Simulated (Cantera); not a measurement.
Gas mixture: N2O = 0.51 (molar parts), at 0.0170 bar, frozen composition.

Cantera's kinetic-theory transport with the Lennard-Jones parameters of GRI-Mech 3.0, ideal gas; thermal conductivity in the multicomponent form. The composition is frozen, though it would react at the higher temperatures.

One state of this run: ρ (kg/m³) = 0.00643; cp (J/kg/K) = 1327; μ (µPa s) = 50.5; λ (mW/m/K) = 91.0; Pr = 0.736; D (cm²/s) C2H2 = 114; D (cm²/s) OH = 207; D (cm²/s) NH3 = 166. D: mixture-averaged diffusion coefficient of that species in the mixture.

**Question.** Which value of T (K) does it belong to?
A. 1400
B. 800
C. 1600
D. 1000

**Answer.** A, 1400
